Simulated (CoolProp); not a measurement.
Ethanol at several states: Z from the reference equation and from simpler models built on Tc = 514.7 K, pc = 6.268 MPa, ω = 0.644; each cubic takes its own stable root.

Computed with CoolProp (reference Helmholtz-energy equation of state, Schroeder 2014).

```tsv
T (K)	p (MPa)	phase	reference	van der Waals	Redlich-Kwong
346.7	0.169	liquid	0.003643	0.9795	0.9718
364.5	5.27	liquid	0.1097	0.2040	0.1422
582.1	0.03	gas	0.9992	0.9989	0.9989
```

At some of these states van der Waals, Redlich-Kwong gives the other phase, because its saturation line lies elsewhere.
